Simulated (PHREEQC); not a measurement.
Dissolve 0.015 mol/kgw ZnSO4, 0.00019 mol/kgw ZnCl2 and 0.00028 mol/kgw NaF at 65 °C. Closed to the air; pH follows from the charge balance.

Computed with PHREEQC (ion-association model, wateq4f.dat).

| quantity | before | after |
|---|---|---|
| pH | 5.28 | 5.84 |
| ionic strength (mol/kgw) | 0.0367 | 0.000586 |
| Zn+2 (mol/kgw) | 0.00912 | 0.000145 |
| SO4-2 (mol/kgw) | 0.00866 | 0.000145 |
| ZnSO4 (mol/kgw) | 0.00569 | 5.11e-6 |
| Cl- (mol/kgw) | 0.000359 | 3.79e-6 |
| SI of Zincite(c) (ZnO) | -1.03 | -1.45 |
| SI of Goslarite (ZnSO4:7H2O) | -3.06 | -6.11 |

What was changed between the two runs?
A. diluted 2-fold with water
B. diluted 100-fold with water
C. NaF left out
D. ZnSO4 from 0.015 to 0.0015 mol/kgw
E. 0.00039 mol/kgw Ag2SO4 added

B, diluted 100-fold with water

Precipitation was switched off in this run. Constants without temperature data keep their 25 °C values here.
